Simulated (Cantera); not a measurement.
A closed system holds: 1 mol PbO, 0.78 mol O2, 0.74 mol H2, equilibrated at 0.00130 bar.

These are equilibrium values from Cantera (NASA tables, ideal gas, pure condensed phases), not measurements of a reactor. Candidate condensed phases: H2O, Pb, PbO, PbO2, Pb3O4; 12 gas species. Gases not in the tables: (PbO)n polymers. Rates play no part.

### Question
At 1177 °C, list the 4 most abundant gas species with their mole fractions, and the condensed phases.

### Answer
PbO 0.371, H2O 0.331, O2 0.221, Pb 0.0763. Condensed: gas only.
